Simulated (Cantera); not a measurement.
Charge: 1 mol Si, 0.06 mol CO2, 960 mol N2, 0.83 mol H2O, at 5.70 Pa.

Cantera equilibrium calculation (NASA polynomials, part measured and part estimated; ideal gas, pure solids and liquids). Candidate condensed phases: C, C6H6, C7H8, C8H18, H2O, Si, SiC, SiO2, Si2N2O, Si3N4; 151 gas species. N2 is the only nitrogen source here; it is nearly inert below about 1500 K, so the nitride shown seldom forms there in practice. Mutual solubility and eutectic melting of coexisting phases are not modelled. Equilibrium is a limit: real reactors are often held back by kinetics, nucleation or transport.

Q: What share of the Si ends up in condensed phases as a function of T (°C), at 1150, 1175, 1200, 1225, 1250, 1275, 1300, 1325, 1350?

A: 
```tsv
T (°C)	Si condensed (%)	as
1150	10.2	Si3N4(s)
1175	8.8	Si3N4(s)
1200	4.8	SiC(s) + Si3N4(s)
1225	0.0	-
1250	0.0	-
1275	0.0	-
1300	0.0	-
1325	0.0	-
1350	0.0	-
```
